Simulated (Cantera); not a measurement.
An isothermal, constant-pressure homogeneous reactor starts with 0.467 % CO, 0.428 % O2, 1.85 % H2O, 97.3 % N2, equivalence ratio 0.55, at 1450 K and 5.00 bar.

Model: GRI-Mech 3.0 (53 species, 325 reactions), integrated in Cantera.

One state of this run: x CO = 0.000148; x O2 = 0.00203; x H2O = 0.0184; x NO = 3.84e-7; x NO2 = 1.61e-9; x CO2 = 0.00453. x: mole fraction; the columns are a selection and need not sum to one.

Question: Which value of t (s) does it belong to?
A. 0.0826
B. 0.254
C. 2.40
D. 0.00284

Answer: D, 0.00284
